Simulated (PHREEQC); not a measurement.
1 kg of water holding 0.23 mol/kgw NaHCO3 and 0.21 mol/kgw NaCl meets 20 L of dry gas (CH4 1 by moles) at fixed total pressure, at 25 °C; fugacities by Peng-Robinson. The gases take part in no redox reaction, some water evaporates into the gas, and hydrates or a liquid gas phase aren't modelled. Precipitation was switched off in this run.

Equilibrium calculation in PHREEQC: ion-association model, phreeqc.dat.

```
P (atm)  dissolved CH4 (mol/kgw)  φ of CH4
-------  -----------------------  --------
2                        0.00281     0.996
5                        0.00701     0.989
10                        0.0138     0.978
20                        0.0267     0.957
30                        0.0387     0.936
40                        0.0499     0.916
50                        0.0603     0.898
75                        0.0833     0.854
100                        0.103     0.817
150                        0.134     0.756
```

Complexes and solids missing from the database can't appear.
